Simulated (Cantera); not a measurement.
Mixture: CO : H₂ : O₂ : N₂ = 1 : 0.4 : 1.21 : 4.54 (molar parts), at 101000 Pa, adiabatic and at constant volume. Ignition delay is the time to a rise of 400 K.

Computed with Cantera and GRI-Mech 3.0 (53 species, 325 reactions). Where the delays flatten at high temperature, the 400 K rule measures the pace of heat release, not the induction time.

**Question.** Predict: delay at 1300 K; delay at 1450 K; delay at 1600 K; delay at 1750 K; delay at 1900 K.

**Answer.** 
| Quantity | Result |
|---|---|
| delay at 1300 K | 55.6 µs |
| delay at 1450 K | 42.4 µs |
| delay at 1600 K | 39.2 µs |
| delay at 1750 K | 41.7 µs |
| delay at 1900 K | 48.9 µs |
